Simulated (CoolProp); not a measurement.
Vapour-liquid equilibrium of CH2F2 (R32) (1) + R1234yf (2) at 11.9 bar; x and y are mole fractions of (1).

Values from CoolProp's multi-fluid Helmholtz-energy mixture model, Tillner-Roth 1997 and Lemmon 2022; pair parameters Bell 2023.

```tsv
x	bubble temperature (K)	y at the bubble point	dew temperature at overall composition x (K)	liquid density (mol/L)
0.05	315.8	___	___	___
0.2	306.5	0.372	312.7	10.18
0.35	299.5	0.553	307.3	11.29
0.5	294.5	___	301.6	12.57
0.65	290.9	___	295.7	14.09
0.8	288.2	0.867	290.2	16.00
0.95	___	0.963	286.4	18.45
```

Task: Complete the blanks.

Result: 
- 0.05, y at the bubble point: 0.108
- 0.05, dew temperature at overall composition x (K): 317.8
- 0.05, liquid density (mol/L): 9.155
- 0.5, y at the bubble point: 0.679
- 0.65, y at the bubble point: 0.778
- 0.95, bubble temperature (K): 286.1

No azeotrope shows between x = 0.05 and 0.95.

Pair parameters are fitted to limited data, so mixtures are less certain than the pure fluids.
